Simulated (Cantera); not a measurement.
**Stirred combustor or abatement burner**

A perfectly stirred reactor is fed with 32.4 % CO, 2.94 % H2, 13.6 % O2, 51.1 % N2, equivalence ratio 1.3, at 300 Torr; it is adiabatic with a 425 K inlet, and is followed from long to short residence time, starting on the burning branch (τ in s: 0.13, 0.058, 0.025, 0.011, 0.0046, 0.002, 0.00085, 0.00037, 0.00016, 6.8e-05).

Cantera simulation using GRI-Mech 3.0 (53 species, 325 reactions); the numbers are that mechanism's predictions, not measurements.

```json
[
 {"τ (s)": "0.13", "T (K)": "2339", "x CO": "0.119", "x H2": "0.00235", "x O2": "0.0117", "x H": "0.00200", "x H2O2": "1.08e-8"},
 {"τ (s)": "0.058", "T (K)": "2270", "x CO": "0.127", "x H2": "0.00258", "x O2": "0.0155", "x H": "0.00286", "x H2O2": "1.34e-8"},
 {"τ (s)": "0.025", "T (K)": "2166", "x CO": "0.137", "x H2": "0.00294", "x O2": "0.0209", "x H": "0.00458", "x H2O2": "2.01e-8"},
 {"τ (s)": "0.011", "T (K)": "2039", "x CO": "0.147", "x H2": "0.00333", "x O2": "0.0262", "x H": "0.00740", "x H2O2": "3.40e-8"},
 {"τ (s)": "0.0046", "T (K)": "1887", "x CO": "0.158", "x H2": "0.00370", "x O2": "0.0312", "x H": "0.0122", "x H2O2": "6.42e-8"},
 {"τ (s)": "0.0020", "T (K)": "1728", "x CO": "0.166", "x H2": "0.00384", "x O2": "0.0353", "x H": "0.0187", "x H2O2": "1.21e-7"},
 {"τ (s)": "0.00085", "T (K)": "1550", "x CO": "0.175", "x H2": "0.00362", "x O2": "0.0403", "x H": "0.0264", "x H2O2": "2.10e-7"},
 {"τ (s)": "0.00037", "T (K)": "1334", "x CO": "0.203", "x H2": "0.00363", "x O2": "0.0562", "x H": "0.0263", "x H2O2": "3.29e-7"},
 {"τ (s)": "0.00016", "T (K)": "425", "x CO": "0.324", "x H2": "0.0294", "x O2": "0.136", "x H": "<1e-12", "x H2O2": "<1e-12"},
 {"τ (s)": "6.8e-5", "T (K)": "425", "x CO": "0.324", "x H2": "0.0294", "x O2": "0.136", "x H": "<1e-12", "x H2O2": "<1e-12"}
]
```
x: mole fraction; the columns are a selection and need not sum to one.
